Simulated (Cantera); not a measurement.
An isothermal, constant-pressure homogeneous reactor starts with NO : N₂ = 1 : 0.79 (molar parts), at 1873 K and 0.550 bar. Integrator tolerance rtol = 1e-08.

Model: GRI-Mech 3.0 (53 species, 325 reactions), integrated in Cantera.

Question: What does this change do: 0.047 parts H2O added?

Answer: 
```tsv
quantity	before	after
x(NO) at 2.00 s	0.326 (gas-phase equilibrium 0.00580)	0.318 (gas-phase equilibrium 0.00565)
x(O) at 2.00 s	0.000112 (gas-phase equilibrium 0.000169)	0.000110 (gas-phase equilibrium 0.000166)
x(NO₂) at 2.00 s	0.000392 (gas-phase equilibrium 1.07e-5)	0.000374 (gas-phase equilibrium 1.03e-5)
x(N₂O) at 2.00 s	4.28e-5 (gas-phase equilibrium 2.34e-7)	3.47e-5 (gas-phase equilibrium 2.25e-7)
x(O₂) at 2.00 s	0.116 (gas-phase equilibrium 0.276)	0.113 (gas-phase equilibrium 0.269)
x(N₂) at 2.00 s	0.558 (gas-phase equilibrium 0.718)	0.543 (gas-phase equilibrium 0.699)
```

Question: What does this change do: N2 0.79 to 0.16 parts?

Answer: 
```csv
quantity,before,after
x(NO) at 2.00 s,0.326 (gas-phase equilibrium 0.00580),0.410 (gas-phase equilibrium 0.00640)
x(O) at 2.00 s,0.000112 (gas-phase equilibrium 0.000169),0.000155 (gas-phase equilibrium 0.000210)
x(NO₂) at 2.00 s,0.000392 (gas-phase equilibrium 1.07e-5),0.000683 (gas-phase equilibrium 1.47e-5)
x(N₂O) at 2.00 s,4.28e-5 (gas-phase equilibrium 2.34e-7),6.53e-5 (gas-phase equilibrium 2.29e-7)
x(O₂) at 2.00 s,0.116 (gas-phase equilibrium 0.276),0.226 (gas-phase equilibrium 0.428)
x(N₂) at 2.00 s,0.558 (gas-phase equilibrium 0.718),0.364 (gas-phase equilibrium 0.566)
```
